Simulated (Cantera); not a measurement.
**MgSO₄ + H₂ (calcination and drying)**

A closed system holds: 1 mol MgSO₄, 0.13 mol H₂, equilibrated at 0.00133 bar.

These are equilibrium values from Cantera (NASA tables, ideal gas, pure condensed phases), not measurements of a reactor. Candidate condensed phases: H₂O, H₂SO₄, Mg, MgO, Mg(OH)₂, MgS, MgSO₄, S; 26 gas species. Rates play no part.

From 700 K to 1000 K the condensed part is MgO(s) + MgSO₄(s). From 1050 K to 1350 K the condensed part is MgO(s).

| T (K) | x SO₂ | x H₂O | x O₂ | x SO₃ | x OH | x H₂ | x O | n MgO(s) | n MgSO₄(s) |
|---|---|---|---|---|---|---|---|---|---|
| 700 | 0.500 | 0.500 | <1e-12 | 1.95e-9 | <1e-12 | 9.63e-6 | <1e-12 | 0.130 | 0.870 |
| 750 | 0.500 | 0.500 | <1e-12 | 5.00e-8 | <1e-12 | 2.03e-6 | <1e-12 | 0.130 | 0.870 |
| 800 | 0.500 | 0.500 | 1.81e-12 | 8.46e-7 | 1.75e-11 | 5.28e-7 | <1e-12 | 0.130 | 0.870 |
| 850 | 0.500 | 0.500 | 1.49e-9 | 1.02e-5 | 3.93e-10 | 1.63e-7 | <1e-12 | 0.130 | 0.870 |
| 900 | 0.500 | 0.500 | 5.72e-7 | 9.22e-5 | 6.24e-9 | 5.79e-8 | <1e-12 | 0.130 | 0.870 |
| 950 | 0.500 | 0.499 | 0.000115 | 0.000657 | 7.36e-8 | 2.32e-8 | 9.35e-12 | 0.130 | 0.870 |
| 1000 | 0.505 | 0.478 | 0.0132 | 0.00382 | 6.59e-7 | 9.97e-9 | 4.95e-10 | 0.138 | 0.862 |
| 1050 | 0.631 | 0.0836 | 0.273 | 0.0124 | 1.49e-6 | 1.58e-9 | 9.58e-9 | 1.00 | 0 |
| 1100 | 0.634 | 0.0834 | 0.275 | 0.00756 | 3.48e-6 | 5.74e-9 | 3.59e-8 | 1.00 | 0 |
| 1150 | 0.636 | 0.0833 | 0.276 | 0.00479 | 7.53e-6 | 1.86e-8 | 1.20e-7 | 1.00 | 0 |
| 1200 | 0.637 | 0.0832 | 0.277 | 0.00315 | 1.53e-5 | 5.50e-8 | 3.61e-7 | 1.00 | 0 |
| 1250 | 0.638 | 0.0831 | 0.277 | 0.00214 | 2.94e-5 | 1.49e-7 | 9.98e-7 | 1.00 | 0 |
| 1300 | 0.638 | 0.0831 | 0.277 | 0.00150 | 5.37e-5 | 3.75e-7 | 2.55e-6 | 1.00 | 0 |
| 1350 | 0.638 | 0.0831 | 0.278 | 0.00108 | 9.38e-5 | 8.81e-7 | 6.09e-6 | 1.00 | 0 |
x: gas mole fraction; n: condensed amount in mol.
